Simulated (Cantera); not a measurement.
**Silicon oxide and oxynitride deposition: SiF₄ + O₂ + N₂**

Charge: 1 mol SiF₄, 1.8 mol O₂, a varied amount of N₂, at 1450 K and 0.100 bar.

These are equilibrium values from Cantera (NASA tables, ideal gas, pure condensed phases), not measurements of a reactor. Candidate condensed phases: Si, SiO₂, Si₂N₂O, Si₃N₄; 28 gas species. Rates play no part.

From 2 mol N₂ to 24 mol N₂ nothing is condensed. The main Si-bearing gas is SiF₄ throughout.

```json
[
 {"n(N₂) (mol)": "2", "log p N₂": "-1.38", "log p O₂": "-1.43", "log p SiF₄": "-1.68", "log p NO": "-4.04"},
 {"n(N₂) (mol)": "3", "log p N₂": "-1.29", "log p O₂": "-1.51", "log p SiF₄": "-1.76", "log p NO": "-4.03"},
 {"n(N₂) (mol)": "4.5", "log p N₂": "-1.21", "log p O₂": "-1.61", "log p SiF₄": "-1.86", "log p NO": "-4.04"},
 {"n(N₂) (mol)": "6.8", "log p N₂": "-1.15", "log p O₂": "-1.73", "log p SiF₄": "-1.98", "log p NO": "-4.07"},
 {"n(N₂) (mol)": "10", "log p N₂": "-1.11", "log p O₂": "-1.85", "log p SiF₄": "-2.11", "log p NO": "-4.11"},
 {"n(N₂) (mol)": "16", "log p N₂": "-1.07", "log p O₂": "-2.02", "log p SiF₄": "-2.27", "log p NO": "-4.18"},
 {"n(N₂) (mol)": "24", "log p N₂": "-1.05", "log p O₂": "-2.17", "log p SiF₄": "-2.43", "log p NO": "-4.24"}
]
```
log p: log10 of the partial pressure in bar; nothing condenses.
